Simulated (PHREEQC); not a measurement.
# Buffer

A solution holds 0.005 mol/kgw NaHSO4 and 0.00032 mol/kgw K2HPO4, at 25 °C. Closed to the air; pH follows from the charge balance.

Equilibrium calculation in PHREEQC: ion-association model, phreeqc.dat.

```json
{
  "pH": "2.48",
  "ionic_strength": "0.0132 mol/kgw",
  "specific_conductance": "2050 µS/cm",
  "total_alkalinity": "-4.68 meq/kg"
}
```

| species | molality | activity | log γ |
|---|---|---|---|
| Na+ | 0.00494 | 0.00440 | -0.050 |
| SO4-2 | 0.00401 | 0.00254 | -0.198 |
| H+ | 0.00366 | 0.00331 | -0.044 |
| HSO4- | 0.000919 | 0.000818 | -0.051 |
| K+ | 0.000629 | 0.000558 | -0.052 |
| H2PO4- | 0.000223 | 0.000199 | -0.049 |

No solid was allowed to form. Species that the database lacks are ignored.
